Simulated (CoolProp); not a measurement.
Methane at 293.15 K and 0.106 MPa flows at 8.4 m/s in a round tube of 1 mm bore and 1.5 µm roughness, fully developed (64/Re and Nu = 3.66 if laminar; Colebrook and Gnielinski if turbulent). Each further row changes one setting.

Values from CoolProp's reference Helmholtz-energy equation of state, Setzmann 1991.

| case | Reynolds number | Darcy friction factor | pressure drop (Pa/m) | heat-transfer coefficient (W/(m² K)) | mass flow (kg/h) |
|---|---|---|---|---|---|
| as stated | 532 | 0.120 | ___ | 122 | ___ |
| velocity 16.8 m/s | 1060 | 0.0602 | ___ | 122 | ___ |
| diameter 2 mm | 1060 | 0.0602 | ___ | 61.2 | ___ |

### Question
Fill in the missing entries.

### Answer

- as stated, pressure drop (Pa/m): 2970
- as stated, mass flow (kg/h): 0.0166
- velocity 16.8 m/s, pressure drop (Pa/m): 5930
- velocity 16.8 m/s, mass flow (kg/h): 0.0332
- diameter 2 mm, pressure drop (Pa/m): 742
- diameter 2 mm, mass flow (kg/h): 0.0664

Viscosity comes from a separate model (Quiñones-Cisneros 2006). Thermal conductivity comes from a separate model (Friend 1989).
